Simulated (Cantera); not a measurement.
## Adiabatic ignition

An adiabatic, constant-volume homogeneous reactor starts with 7.39 % CH₄, 18.5 % O₂, 69.4 % N₂, 4.73 % H₂O, at 1623 K and 100000 Pa.

Computed with Cantera and GRI-Mech 3.0 (53 species, 325 reactions).

```csv
t (s),T (K),P (bar),x CH₄,x O₂,x H₂O,x CH₂O,x CO,x NO,x HCN
3.00e-6,1623,1.000,0.0739,0.185,0.0473,3.32e-8,7.83e-11,<1e-12,<1e-12
1.23e-5,1623,1.000,0.0738,0.185,0.0473,7.18e-7,3.93e-9,<1e-12,<1e-12
5.06e-5,1623,1.000,0.0738,0.185,0.0473,1.76e-5,3.94e-7,<1e-12,<1e-12
0.000208,1628,1.00,0.0719,0.184,0.0485,0.000597,0.000166,1.30e-11,1.73e-12
0.000855,2816,1.80,<1e-12,0.0430,0.158,2.53e-10,0.0263,0.00673,4.50e-10
0.00351,2806,1.79,<1e-12,0.0397,0.159,2.54e-10,0.0264,0.0147,7.67e-10
0.0144,2806,1.79,<1e-12,0.0396,0.159,2.54e-10,0.0264,0.0148,7.73e-10
0.0593,2806,1.79,<1e-12,0.0396,0.159,2.54e-10,0.0264,0.0148,7.73e-10
0.243,2806,1.79,<1e-12,0.0396,0.159,2.54e-10,0.0264,0.0148,7.73e-10
1.00,2806,1.79,<1e-12,0.0396,0.159,2.54e-10,0.0264,0.0148,7.73e-10
```
x: mole fraction; the columns are a selection and need not sum to one.

- time of steepest temperature rise: 0.371 ms
- temperature at 1.00 s: 2806 K
- equilibrium temperature: 2806 K
- x(CH₄) at 1.00 s: <1e-12 (gas-phase equilibrium <1e-12)
- x(O₂) at 1.00 s: 0.0396 (gas-phase equilibrium 0.0396)
- x(H₂O) at 1.00 s: 0.159 (gas-phase equilibrium 0.159)
